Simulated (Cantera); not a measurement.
**Equilibrium for chlorosilane synthesis and conversion: Si + Cl₂ + H₂ + HCl**

A closed system holds: 1 mol Si, a varied amount of Cl₂, 3.1 mol H₂, 2.3 mol HCl, at 725 K and 308 Torr.

Cantera equilibrium calculation (NASA polynomials, part measured and part estimated; ideal gas, pure solids and liquids). Candidate condensed phases: Si; 19 gas species. The tables' values for SiCl₃ are old estimates; treat these amounts as uncertain. Kinetics and transport are ignored.

From 0.5 mol Cl₂ to 0.66 mol Cl₂ the condensed part is Si(s). From 0.75 mol Cl₂ to 2.2 mol Cl₂ nothing is condensed. The main Si-bearing gas is SiCl₄ throughout.

| n(Cl₂) (mol) | x H₂ | x HCl | x SiCl₄ | x SiHCl₃ | x SiH₂Cl₂ | x SiCl₃ | x SiH₃Cl | n Si(s) |
|---|---|---|---|---|---|---|---|---|
| 0.5 | 0.820 | 0.000563 | 0.123 | 0.0551 | 0.00172 | 1.24e-5 | 1.18e-5 | 0.102 |
| 0.57 | 0.814 | 0.000566 | 0.127 | 0.0565 | 0.00174 | 1.27e-5 | 1.18e-5 | 0.0652 |
| 0.66 | 0.806 | 0.000570 | 0.134 | 0.0582 | 0.00177 | 1.32e-5 | 1.17e-5 | 0.0173 |
| 0.75 | 0.805 | 0.00100 | 0.155 | 0.0385 | 0.000665 | 8.73e-6 | 2.52e-6 | 0 |
| 0.86 | 0.801 | 0.00894 | 0.185 | 0.00511 | 9.85e-6 | 1.16e-6 | 4.15e-9 | 0 |
| 0.98 | 0.765 | 0.0492 | 0.185 | 0.000887 | 2.96e-7 | 2.06e-7 | 2.16e-11 | 0 |
| 1.1 | 0.727 | 0.0914 | 0.181 | 0.000445 | 7.61e-8 | 1.06e-7 | 2.85e-12 | 0 |
| 1.3 | 0.666 | 0.158 | 0.175 | 0.000228 | 2.06e-8 | 5.68e-8 | <1e-12 | 0 |
| 1.5 | 0.610 | 0.220 | 0.169 | 0.000145 | 8.59e-9 | 3.76e-8 | <1e-12 | 0 |
| 1.7 | 0.557 | 0.279 | 0.164 | 0.000101 | 4.34e-9 | 2.75e-8 | <1e-12 | 0 |
| 1.9 | 0.508 | 0.333 | 0.159 | 7.46e-5 | 2.44e-9 | 2.13e-8 | <1e-12 | 0 |
| 2.2 | 0.439 | 0.409 | 0.151 | 5.02e-5 | 1.16e-9 | 1.54e-8 | <1e-12 | 0 |
x: gas mole fraction; n: condensed amount in mol.
